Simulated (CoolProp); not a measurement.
A Linde-Hampson liquefier for normal hydrogen: isothermal reversible compression at 200 K from 1 atm to 30 MPa, throttling to 1 atm, return gas leaving the recuperator 2 K below the feed. Each further row changes one setting.

Computed with CoolProp (reference Helmholtz-energy equation of state, Leachman 2009).

```csv
case,compression work (kJ/kg of gas)
as stated,4890
high pressure 60 MPa,5680
warm-end temperature 230 K,5600
warm-end gap 7 K,4890
```
